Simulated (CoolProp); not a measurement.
Nitrous oxide at several states: fugacity coefficient from the reference equation and from simpler models built on Tc = 309.5 K, pc = 7245 kPa, ω = 0.161; each cubic takes its own stable root.

Model: reference Helmholtz-energy equation of state, Lemmon 2006, in CoolProp. It is a short technical equation, of lower accuracy than the large ones.

```csv
T (K),p (kPa),phase,reference
188.5,13.9,gas,0.9969
331.6,22,gas,0.9992
432.4,105,gas,0.9984
302.3,25300,liquid,0.2502
273.2,1570,gas,0.8901
220.6,37300,liquid,0.03094
```

Q: How far does each simpler model (van der Waals, Redlich-Kwong, Soave-Redlich-Kwong, Peng-Robinson) lie from the reference over these 6 states: mean and median of the absolute difference, and the worst?

A: 
- van der Waals: mean 50.0 %, median 1.4 %, worst +268.5 % at 220.6 K and 37300 kPa
- Redlich-Kwong: mean 6.9 %, median 0.4 %, worst +32.7 % at 220.6 K and 37300 kPa
- Soave-Redlich-Kwong: mean 2.2 %, median 0.2 %, worst +6.6 % at 302.3 K and 25300 kPa
- Peng-Robinson: mean 1.0 %, median 0.3 %, worst -3.7 % at 220.6 K and 37300 kPa
